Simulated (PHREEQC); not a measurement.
A made-up water analysis in mg/L, 30 °C, pH 5.66, pe 2.8: Na 0.874; K 0.462; Ca 1.55; Mg 0.982; Cl 2.08; S(6) as SO4 3.75; Alkalinity as HCO3 4.14; N(-3) as NH4 0.00679; Fe(2) 0.0109; Li 0.00998; Sr 0.00989; Si as SiO2 0.00718.

Valence states are taken as typed.

The numbers come from PHREEQC with the ion-association model, phreeqc.dat.

Each row changes one thing in this solution. No solid was allowed to form.

```tsv
case	CO2 (mol/kgw)	HCO3- (mol/kgw)	MgSO4 (mol/kgw)	CaSO4 (mol/kgw)	CaHCO3+ (mol/kgw)	MgHCO3+ (mol/kgw)	SI of Quartz (SiO2)
as made	0.000319	7.00e-5	3.47e-7	2.31e-7	3.38e-8	3.09e-8	-3.01
all concentrations times 2 at the same typed pH	0.000623	0.000138	1.27e-6	8.49e-7	1.28e-7	1.17e-7	-2.71
Fe(2) from 0.0109 to 0.0218 mg/L	0.000319	7.00e-5	3.47e-7	2.31e-7	3.38e-8	3.09e-8	-3.01
temperature from 30 to 40 °C at the same typed pH	0.000297	7.00e-5	4.38e-7	2.46e-7	3.73e-8	3.28e-8	-3.15
```

At this temperature some constants are extrapolated from 25 °C, and those without enthalpy data are left unchanged.
